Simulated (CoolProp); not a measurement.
Vapour-liquid equilibrium of toluene (1) + ethylbenzene (2) at 405.2 K; x and y are mole fractions of (1).

Model: multi-fluid Helmholtz-energy mixture model, Lemmon 2006 and Zhou 2012; pair parameters Bell 2016, in CoolProp.

| x | bubble pressure, mixture model (MPa) | bubble pressure, Raoult's law (MPa) | y, mixture model | y, Raoult's law |
|---|---|---|---|---|
| 0.05 | 0.09513 | 0.09505 | 0.093 | 0.094 |
| 0.2 | [?] | 0.1084 | 0.321 | 0.331 |
| 0.35 | [?] | 0.1217 | 0.500 | 0.516 |
| 0.5 | 0.1331 | 0.1351 | 0.650 | 0.665 |
| 0.65 | [?] | 0.1484 | 0.778 | 0.786 |
| 0.8 | [?] | 0.1618 | [?] | 0.888 |
| 0.95 | 0.1746 | 0.1751 | [?] | 0.974 |

Problem. Complete the blanks.

Solution. 
- 0.2, bubble pressure, mixture model (MPa): 0.1080
- 0.35, bubble pressure, mixture model (MPa): 0.1205
- 0.65, bubble pressure, mixture model (MPa): 0.1463
- 0.8, bubble pressure, mixture model (MPa): 0.1602
- 0.8, y, mixture model: 0.886
- 0.95, y, mixture model: 0.975

The largest gap from Raoult's law is -1.5 % in bubble pressure, at x = 0.5. No azeotrope shows between x = 0.05 and 0.95.

The pair parameters rest on a limited set of measurements; away from them the model extrapolates.
